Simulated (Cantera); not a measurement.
An adiabatic, constant-volume homogeneous reactor starts with CH4 : C2H6 : C3H8 : O2 : N2 = 1 : 0.04 : 0.16 : 5.07 : 19.1 (molar parts), equivalence ratio 0.58, at 1650 K and 0.296 atm. Integrator tolerance rtol = 1e-08.

Cantera simulation using GRI-Mech 3.0 (53 species, 325 reactions); the numbers are that mechanism's predictions, not measurements. GRI-Mech 3.0 was tuned for natural gas; its chemistry of propane as a main component is partial and can be far from experiment.

Task: What does this change do: constant pressure in place of constant volume?

Result: 
```
quantity                                                            before                                    after
---------------------------------  ---------------------------------------  ---------------------------------------
time of steepest temperature rise                                 0.108 ms                                 0.120 ms
temperature at 1.00 s                                               2654 K                                   2527 K
equilibrium temperature                                             2654 K                                   2527 K
x(CH4) at 1.00 s                     <1e-12 (gas-phase equilibrium <1e-12)    <1e-12 (gas-phase equilibrium <1e-12)
x(C2H6) at 1.00 s                    <1e-12 (gas-phase equilibrium <1e-12)    <1e-12 (gas-phase equilibrium <1e-12)
x(C3H8) at 1.00 s                    <1e-12 (gas-phase equilibrium <1e-12)    <1e-12 (gas-phase equilibrium <1e-12)
x(CH2CO) at 1.00 s                   <1e-12 (gas-phase equilibrium <1e-12)    <1e-12 (gas-phase equilibrium <1e-12)
x(H2) at 1.00 s                    0.00547 (gas-phase equilibrium 0.00547)  0.00416 (gas-phase equilibrium 0.00416)
x(C2H2) at 1.00 s                    <1e-12 (gas-phase equilibrium <1e-12)    <1e-12 (gas-phase equilibrium <1e-12)
```
